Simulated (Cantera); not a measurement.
A perfectly stirred reactor is fed with H2 : O2 : N2 : H2O = 1 : 0.556 : 2.09 : 0.32 (molar parts), equivalence ratio 0.90, at 49000 Pa; it is adiabatic with a 450 K inlet, and is followed from long to short residence time, starting on the burning branch (τ in s: 0.41, 0.15, 0.056, 0.021, 0.0075, 0.0028, 0.001, 0.00038, 0.00014, 5.1e-05).

Computed with Cantera and GRI-Mech 3.0 (53 species, 325 reactions).

x: mole fraction; the columns are a selection and need not sum to one.

```
τ (s)    T (K)     x H2    x O2  x H2O       x O     x NO2    x HO2
-------  -----  -------  ------  -----  --------  --------  -------
0.41      2216  0.00580  0.0162  0.369  0.000601   4.47e-7  1.51e-6
0.15      2210  0.00642  0.0168  0.368  0.000686   2.54e-7  1.61e-6
0.056     2196  0.00788  0.0176  0.366  0.000878   1.15e-7  1.80e-6
0.021     2163   0.0109  0.0188  0.360   0.00130   4.39e-8  2.24e-6
0.0075    2099   0.0162  0.0211  0.351   0.00220   1.38e-8  3.29e-6
0.0028    2005   0.0228  0.0243  0.338   0.00364   4.81e-9  5.23e-6
0.0010    1871   0.0304  0.0286  0.323   0.00577   2.38e-9  8.51e-6
0.00038      …   0.0369  0.0335  0.306   0.00801   1.61e-9  1.30e-5
0.00014      …   0.0441  0.0401  0.288   0.00968  9.69e-10  2.01e-5
5.1e-5       …   0.0677  0.0554  0.256   0.00835  3.29e-10  3.65e-5
```

Problem. Some entries are withheld; supply them.

Solution. 
- 0.00038, T (K): 1715
- 0.00014, T (K): 1531
- 5.1e-5, T (K): 1308
